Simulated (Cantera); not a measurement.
Input: 1 mol C3H6, 0.012 mol NH3, 28 mol N2, at 101000 Pa.

Method: chemical equilibrium by Gibbs-energy minimisation in Cantera with the NASA 1993 tables (ideal gas, pure condensed phases). Candidate condensed phases: C, C6H6, C7H8, C8H18; 92 gas species. Rates play no part.

Q: What share of the C ends up in condensed phases as a function of T (K), at 1423, 1623, 1823, 2023, 2223, 2423, 2623, 2823, 3023?

A: 
```
T (K)  C condensed (%)           as
-----  ---------------  -----------
1423              99.8  C(graphite)
1623              99.2  C(graphite)
1823              97.8  C(graphite)
2023              94.7  C(graphite)
2223              89.0  C(graphite)
2423              80.1  C(graphite)
2623              67.6  C(graphite)
2823              51.6  C(graphite)
3023              31.7  C(graphite)
```
